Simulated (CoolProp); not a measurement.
Computed with CoolProp (reference Helmholtz-energy equation of state, Wagner 2002).

Give the vapour pressure (bar), liquid density (kg/m³), liquid cp (kJ/(kg K)), surface tension (mN/m) of saturated water at 473.9, 554.5, 602.9 K.


```
T (K)  p (bar)  liquid density (kg/m³)  liquid cp (kJ/(kg K))  surface tension (mN/m)
-----  -------  ----------------------  ---------------------  ----------------------
473.9     15.8                     864                   4.50                    37.3
554.5     65.5                     748                   5.31                    18.5
602.9      128                     641                   7.17                    7.69
```

Surface tension comes from a separate correlation (Mulero 2012).
